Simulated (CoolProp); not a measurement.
CH3F (R41) at 317.84 K and 0.272 MPa is throttled through a valve to 0.00726 MPa with no heat exchange. Each further row changes one setting.

Values from CoolProp's reference Helmholtz-energy equation of state, Lemmon 2006. It is a short technical equation, of lower accuracy than the large ones.

| case | temperature change (K) | final density (kg/m³) |
|---|---|---|
| as stated | -4.0 | 0.0947 |
| outlet pressure 0.00218 MPa | -4.1 | 0.0284 |
| outlet pressure 0.00944 MPa | -4.0 | 0.123 |
